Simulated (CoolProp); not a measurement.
The numbers come from the reference Helmholtz-energy equation of state, Lemmon 2005 in CoolProp. It is a short technical equation, of lower accuracy than the large ones.

Task: For cis-2-butene, give the phase and the density (kg/m³), isothermal compressibility (1/MPa), expansivity (1/kK) at 64.15 °C and 12.4 bar; 228.35 °C and 12.4 bar.

Result: 
- 64.15 °C and 12.4 bar: liquid; density 567, isothermal compressibility 0.00445, expansivity 2.47
- 228.35 °C and 12.4 bar: gas; density 17.9, isothermal compressibility 0.866, expansivity 2.50
